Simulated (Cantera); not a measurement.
A closed system holds: 1 mol SiCl4, 1.4 mol H2, 1.4 mol HCl, held at 1052 °C and 62000 Pa.

Cantera equilibrium calculation (NASA polynomials, part measured and part estimated; ideal gas, pure solids and liquids). Candidate condensed phases: Si; 19 gas species. The tables' values for SiCl3 are old estimates; treat these amounts as uncertain. Kinetics and transport are ignored.

Base state: HCl 0.390, H2 0.348, SiCl4 0.239, SiHCl3 0.0109, SiCl3 0.00941, SiCl2 0.00201, SiH2Cl2 7.15e-5 (mole fractions); condensed: gas only.

**Question.** What changes in the equilibrium state with this change: HCl from 1.4 to 4.4 mol?

**Answer.** 
| species | before | after |
|---|---|---|
| HCl | 0.390 | 0.651 |
| H2 | 0.348 | 0.202 |
| SiCl4 | 0.239 | 0.142 |
| SiHCl3 | 0.0109 | 0.00225 |
| SiH2Cl2 | 7.15e-5 | 5.12e-6 |
| SiCl2 | 0.00201 | 0.000249 |
| SiCl3 | 0.00941 | 0.00255 |
